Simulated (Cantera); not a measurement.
Charge: 1 mol SiH2Cl2, 0.41 mol NO, 20 mol H2, at 1350 °C and 7.50 Torr.

Method: chemical equilibrium by Gibbs-energy minimisation in Cantera with the NASA 1993 tables (ideal gas, pure condensed phases). Candidate condensed phases: H2O, NH4Cl, Si, SiO2, Si2N2O, Si3N4; 47 gas species. Mutual solubility and eutectic melting of coexisting phases are not modelled. The tables' values for SiCl3, SiCl are old estimates; treat these amounts as uncertain. Rates play no part.

Base state: H2 0.906, HCl 0.0605, SiCl2 0.0141, SiO 0.0136, N2 0.00446, H 0.000659, SiCl3 0.000108, Cl 3.47e-5 (mole fractions); condensed: Si(s) + Si2N2O(s).

Task: What changes in the equilibrium state with this change: H2 from 20 to 69 mol?

Result: 
```json
[
 {"species": "H2", "before": "0.906", "after": "0.965"},
 {"species": "HCl", "before": "0.0605", "after": "0.0238"},
 {"species": "SiO", "before": "0.0136", "after": "0.00572"},
 {"species": "SiCl2", "before": "0.0141", "after": "0.00205"},
 {"species": "SiCl3", "before": "0.000108", "after": "5.95e-6"},
 {"species": "SiCl", "before": "2.76e-5", "after": "1.05e-5"},
 {"species": "Si(s), mol", "before": "0.164", "after": "0.440"},
 {"species": "Si2N2O(s), mol", "before": "0.105", "after": "0"}
]
```
The tables' values for SiCl are old estimates; treat these amounts as uncertain.

Task: What changes in the equilibrium state with this change: SiH2Cl2 replaced by HMDSO?

Result: 
| species | before | after |
|---|---|---|
| H2 | 0.906 | 0.946 |
| CO | 0 | 0.0459 |
| N2 | 0.00446 | 0.00660 |
| HCl | 0.0605 | 0 |
| SiCl2 | 0.0141 | 0 |
| SiO | 0.0136 | 0.000145 |
| HCN | 0 | 0.000186 |
| SiCl3 | 0.000108 | 0 |
| Cl | 3.47e-5 | 0 |
| C2H2 (acetylene) | 0 | 3.30e-5 |
| SiCl | 2.76e-5 | 0 |
| Si(s), mol | 0.164 | 0 |
| Si2N2O(s), mol | 0.105 | 0 |
| C(graphite), mol | 0 | 2.59 |
| SiC(s), mol | 0 | 2.00 |
The feed counts by its element totals alone. Further candidate phases: C, C6H6, C7H8, C8H18, SiC.

Task: What changes in the equilibrium state with this change: temperature from 1350 °C to 450 °C?

Result: 
```tsv
species	before	after
H2	0.906	0.973
SiCl4	1.92e-6	0.0211
HCl	0.0605	0.00391
SiO	0.0136	<1e-9
SiCl2	0.0141	4.60e-8
N2	0.00446	<1e-9
H	0.000659	<1e-9
Cl	3.47e-5	<1e-9
Si(s), mol	0.164	0
Si2N2O(s), mol	0.105	0.205
SiO2(α-quartz), mol	0	0.102
```
